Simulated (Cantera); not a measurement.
An adiabatic, constant-volume homogeneous reactor starts with CH4 : CO : O2 : N2 = 1 : 0.45 : 2.23 : 8.37 (molar parts), equivalence ratio 1.00, at 1600 K and 3750 Torr.

Computed with Cantera and GRI-Mech 3.0 (53 species, 325 reactions). Above 3000 K some thermodynamic fits are extrapolated.

Problem. Predict: time of steepest temperature rise; temperature at 3.00 s; equilibrium temperature; x(CO) at 3.00 s; x(O2) at 3.00 s; x(H2O) at 3.00 s.

Solution. 
| Item | Result |
|---|---|
| time of steepest temperature rise | 0.129 ms |
| temperature at 3.00 s | 3067 K |
| equilibrium temperature | 3067 K |
| x(CO) at 3.00 s | 0.0557 (gas-phase equilibrium 0.0557) |
| x(O2) at 3.00 s | 0.0216 (gas-phase equilibrium 0.0216) |
| x(H2O) at 3.00 s | 0.130 (gas-phase equilibrium 0.130) |
